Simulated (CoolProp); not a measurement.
Dimethyl ether along the isotherm -22.75 °C: Z from the reference equation and from simpler models built on Tc = 127.2 °C, pc = 5.337 MPa, ω = 0.196; each cubic takes its own stable root.

Values from CoolProp's reference Helmholtz-energy equation of state, Wu 2011.

```tsv
p (MPa)	phase	reference
2.43	liquid	0.07315
4.85	liquid	0.1455
7.28	liquid	0.2176
9.7	liquid	0.2889
12.1	liquid	0.3592
14.6	liquid	0.4320
17	liquid	0.5014
19.4	liquid	0.5705
21.8	liquid	0.6392
24.3	liquid	0.7104
26.7	liquid	0.7784
```

**Question.** How far does each simpler model (Redlich-Kwong, Peng-Robinson) lie from the reference over these 11 states: mean and median of the absolute difference, and the worst?

**Answer.** 
- Redlich-Kwong: mean 10.3 %, median 10.3 %, worst +11.3 % at -22.75 °C and 2.43 MPa
- Peng-Robinson: mean 3.6 %, median 3.7 %, worst -3.7 % at -22.75 °C and 24.3 MPa
